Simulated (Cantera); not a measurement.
An isothermal, constant-pressure homogeneous reactor starts with 32.6 % H₂, 42.4 % O₂, 25.0 % N₂, at 1275 K and 285 Torr.

Computed with Cantera and the H2/O2 subset of GRI-Mech 3.0, which has no nitrogen chemistry. The temperature is held fixed by assumption; the heat of reaction is taken as removed at once.

One state of this run: x H₂ = 3.86e-5; x O₂ = 0.311; x HO₂ = 4.38e-6; x OH = 0.000387; x O = 3.20e-5; x H₂O = 0.390. x: mole fraction; the columns are a selection and need not sum to one.

Which value of t (s) does it belong to?
A. 0.00215
B. 0.00100
C. 0.00464
D. 0.000100

B, 0.00100
